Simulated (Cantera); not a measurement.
A closed system holds: 1 mol SiCl₄, 0.54 mol H₂, 3.4 mol HCl, equilibrated at 827 °C and 22.0 bar.

Equilibrium computed with Cantera from the NASA thermochemical tables; the gas is ideal and each condensed phase is pure. Candidate condensed phases: Si; 19 gas species. The tables' values for SiCl₃ are old estimates; treat these amounts as uncertain. The numbers say what is thermodynamically allowed, not how fast it happens.

**Question.** What is the equilibrium state?

**Answer.** 
| Item | Value |
|---|---|
| x(HCl) | 0.689 |
| x(SiCl₄) | 0.202 |
| x(H₂) | 0.109 |
| x(SiHCl₃) | 0.000471 |
| x(SiCl₃) | 1.70e-5 |
| gas amount | 4.940 mol |
| log10 activity of Si(s) (absent) | -8.65 |
